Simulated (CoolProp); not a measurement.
100 sccm (0 °C, 1 atm) of nitrogen bubbles through liquid methanol at 308.7 K and leaves saturated at a total pressure of 0.15 MPa (ideal gas phase). Each further row changes one setting.

Model: reference Helmholtz-energy equation of state, de Reuck 1993, in CoolProp.

| case | vapour pressure (kPa) | mole fraction of vapour | delivery (mg/min) | delivery (sccm) | change of delivery for a bath 1 K warmer (%) |
|---|---|---|---|---|---|
| as stated | 28.8 | 0.192 | 33.9 | 23.7 | 6.1 |
| bath temperature 313.7 K | 36.4 | 0.243 | 45.9 | 32.1 | 6.3 |
| total pressure 0.3 MPa | 28.8 | 0.0959 | 15.2 | 10.6 | 5.5 |
